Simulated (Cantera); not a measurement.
A closed system holds: 1 mol trisilylamine, 0.44 mol N2, 26 mol H2, held at 7.50 Torr.

These are equilibrium values from Cantera (NASA tables, ideal gas, pure condensed phases), not measurements of a reactor. Candidate condensed phases: Si, Si3N4; 18 gas species. The feed counts by its element totals alone. Gases not in the tables: Si2H6 and higher silanes. The numbers say what is thermodynamically allowed, not how fast it happens.

### Question
At 1698 K, list the 4 most abundant gas species with their mole fractions, and the condensed phases.

### Answer
H2 0.969, N2 0.0299, H 0.00142, Si 6.57e-5. Condensed: Si(l).
